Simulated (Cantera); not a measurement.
An adiabatic, constant-volume homogeneous reactor starts with CH3OH : O2 : N2 : H2O = 1 : 1.15 : 4.34 : 0.28 (molar parts), at 1023 K and 100000 Pa. Integrator tolerance rtol = 1e-08.

Model: GRI-Mech 3.0 (53 species, 325 reactions), integrated in Cantera. GRI-Mech 3.0 was tuned for natural gas; its chemistry of methanol as a main component is partial and can be far from experiment.

### Question
What does this change do: N2 4.34 to 5.8 parts?

### Answer
```json
[
 {"quantity": "time of steepest temperature rise", "before": "0.255 s", "after": "0.277 s"},
 {"quantity": "temperature at 9.00 s", "before": "2726 K", "after": "2595 K"},
 {"quantity": "equilibrium temperature", "before": "2726 K", "after": "2595 K"},
 {"quantity": "x(CH3OH) at 9.00 s", "before": "<1e-12 (gas-phase equilibrium <1e-12)", "after": "<1e-12 (gas-phase equilibrium <1e-12)"},
 {"quantity": "x(O2) at 9.00 s", "before": "0.00358 (gas-phase equilibrium 0.00358)", "after": "0.00150 (gas-phase equilibrium 0.00150)"},
 {"quantity": "x(H2O) at 9.00 s", "before": "0.246 (gas-phase equilibrium 0.246)", "after": "0.213 (gas-phase equilibrium 0.213)"},
 {"quantity": "x(CO) at 9.00 s", "before": "0.0665 (gas-phase equilibrium 0.0665)", "after": "0.0526 (gas-phase equilibrium 0.0526)"},
 {"quantity": "x(CH2) at 9.00 s", "before": "<1e-12 (gas-phase equilibrium <1e-12)", "after": "<1e-12 (gas-phase equilibrium <1e-12)"},
 {"quantity": "x(HO2) at 9.00 s", "before": "2.40e-6 (gas-phase equilibrium 2.40e-6)", "after": "8.43e-7 (gas-phase equilibrium 8.43e-7)"},
 {"quantity": "x(HCO) at 9.00 s", "before": "1.50e-7 (gas-phase equilibrium 1.50e-7)", "after": "7.27e-8 (gas-phase equilibrium 7.27e-8)"}
]
```

### Question
What does this change do: pressure from 100000 Pa to 1000000 Pa?

### Answer
```csv
quantity,before,after
time of steepest temperature rise,0.255 s,43.6 ms
temperature at 9.00 s,2726 K,2849 K
equilibrium temperature,2726 K,2849 K
x(CH3OH) at 9.00 s,<1e-12 (gas-phase equilibrium <1e-12),<1e-12 (gas-phase equilibrium <1e-12)
x(O2) at 9.00 s,0.00358 (gas-phase equilibrium 0.00358),0.00121 (gas-phase equilibrium 0.00121)
x(H2O) at 9.00 s,0.246 (gas-phase equilibrium 0.246),0.257 (gas-phase equilibrium 0.257)
x(CO) at 9.00 s,0.0665 (gas-phase equilibrium 0.0665),0.0636 (gas-phase equilibrium 0.0636)
x(CH2) at 9.00 s,<1e-12 (gas-phase equilibrium <1e-12),2.52e-12 (gas-phase equilibrium 2.74e-12)
x(HO2) at 9.00 s,2.40e-6 (gas-phase equilibrium 2.40e-6),2.52e-6 (gas-phase equilibrium 2.52e-6)
x(HCO) at 9.00 s,1.50e-7 (gas-phase equilibrium 1.50e-7),5.87e-7 (gas-phase equilibrium 5.87e-7)
```

### Question
What does this change do: CH3OH 1 to 2.8 parts?

### Answer
```
quantity                                                            before                                      after
---------------------------------  ---------------------------------------  -----------------------------------------
time of steepest temperature rise                                  0.255 s                                    0.214 s
temperature at 9.00 s                                               2726 K                                     1905 K
equilibrium temperature                                             2726 K                                     1905 K
x(CH3OH) at 9.00 s                   <1e-12 (gas-phase equilibrium <1e-12)  8.43e-12 (gas-phase equilibrium 8.55e-12)
x(O2) at 9.00 s                    0.00358 (gas-phase equilibrium 0.00358)    2.44e-9 (gas-phase equilibrium 2.44e-9)
x(H2O) at 9.00 s                       0.246 (gas-phase equilibrium 0.246)        0.171 (gas-phase equilibrium 0.171)
x(CO) at 9.00 s                      0.0665 (gas-phase equilibrium 0.0665)        0.188 (gas-phase equilibrium 0.188)
x(CH2) at 9.00 s                     <1e-12 (gas-phase equilibrium <1e-12)      <1e-12 (gas-phase equilibrium <1e-12)
x(HO2) at 9.00 s                   2.40e-6 (gas-phase equilibrium 2.40e-6)  3.59e-12 (gas-phase equilibrium 3.59e-12)
x(HCO) at 9.00 s                   1.50e-7 (gas-phase equilibrium 1.50e-7)    6.19e-8 (gas-phase equilibrium 6.19e-8)
```
